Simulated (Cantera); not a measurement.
A perfectly stirred reactor is fed with 10.1 % CH4, 18.4 % O2, 64.4 % N2, 2.43 % H2O, 4.56 % CO2, at 0.296 atm; it is adiabatic with a 800 K inlet, and is followed from long to short residence time, starting on the burning branch (τ in s: 0.05, 0.021, 0.0091, 0.0039, 0.0017, 0.00071, 0.0003, 0.00013, 5.6e-05, 2.4e-05, 1e-05).

Computed with Cantera and GRI-Mech 3.0 (53 species, 325 reactions).

x: mole fraction; the columns are a selection and need not sum to one.

```csv
τ (s),T (K),x CH4,x O2,x H2O,x CO,x CO2,x C2H2
0.050,2309,7.18e-6,0.00857,0.198,0.0423,0.0995,1.31e-9
0.021,2269,1.43e-5,0.0105,0.195,0.0446,0.0968,3.61e-9
0.0091,2215,(withheld),(withheld),0.191,0.0473,0.0934,(withheld)
0.0039,2154,5.53e-5,0.0153,0.186,0.0501,0.0899,2.38e-8
0.0017,2095,0.000115,0.0178,0.182,0.0525,0.0868,7.29e-8
0.00071,2042,0.000265,0.0205,0.178,0.0550,0.0835,2.96e-7
0.00030,1995,0.000666,0.0245,0.175,0.0584,0.0790,1.57e-6
0.00013,1926,0.00213,0.0341,0.171,0.0650,0.0699,1.45e-5
5.6e-5,800,0.101,0.184,0.0243,<1e-12,0.0456,<1e-12
2.4e-5,800,0.101,0.184,0.0243,<1e-12,0.0456,<1e-12
1.0e-5,800,0.101,0.184,0.0243,<1e-12,0.0456,<1e-12
```

Task: Some entries are withheld; supply them.

Result: 
- 0.0091, x CH4: 2.76e-5
- 0.0091, x O2: 0.0128
- 0.0091, x C2H2: 8.93e-9
